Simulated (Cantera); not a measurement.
**Silicon nitride deposition: trisilylamine + NH3**

A closed system holds: 1 mol trisilylamine, 0.29 mol NH3, held at 0.548 Torr.

Method: chemical equilibrium by Gibbs-energy minimisation in Cantera with the NASA 1993 tables (ideal gas, pure condensed phases). Candidate condensed phases: Si, Si3N4; 18 gas species. The feed counts by its element totals alone. Mutual solubility and eutectic melting of coexisting phases are not modelled. The tables' values for SiN are old estimates; treat these amounts as uncertain. Gases not in the tables: Si2H6 and higher silanes. Rates play no part.

```csv
T (K),x H2,x N2,x H,x Si,n Si(s),n Si3N4(s),n Si(l)
873,1.00,3.25e-11,1.73e-9,<1e-12,2.03,0.323,0
973,1.00,6.44e-9,4.00e-8,<1e-12,2.03,0.323,0
1073,1.000,4.73e-7,5.18e-7,9.46e-12,2.03,0.322,0
1173,1.000,1.66e-5,4.36e-6,6.78e-10,2.03,0.322,0
1273,1.000,0.000329,2.64e-5,2.47e-8,2.03,0.322,0
1373,0.996,0.00421,0.000123,5.31e-7,2.06,0.312,0
1473,0.962,0.0378,0.000459,7.50e-6,2.32,0.226,0
1573,0.883,0.116,0.00141,7.53e-5,3.00,0,0
1673,0.880,0.115,0.00395,0.000572,3.00,0,0
1773,0.872,0.115,0.00983,0.00292,0,0,2.98
1873,0.852,0.113,0.0221,0.0121,0,0,2.93
1973,0.803,0.108,0.0447,0.0432,0,0,2.73
```
x: gas mole fraction; n: condensed amount in mol.

From 873 K to 1473 K the condensed part is Si(s) + Si3N4(s). From 1573 K to 1673 K the condensed part is Si(s). From 1773 K to 1973 K the condensed part is Si(l).
